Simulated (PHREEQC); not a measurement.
Dissolve 0.00011 mol/kgw PbCl2 at 25 °C. Closed to the air; pH follows from the charge balance.

Model: ion-association model, wateq4f.dat, run in PHREEQC.

Precipitation was switched off in this run.

Q: What pH does the model give?

A: pH 5.86.

Q: In which forms is Pb present?

A: Pb+2 98 %, PbOH+ 1.3 %, PbCl+ 0.8 % of the Pb.
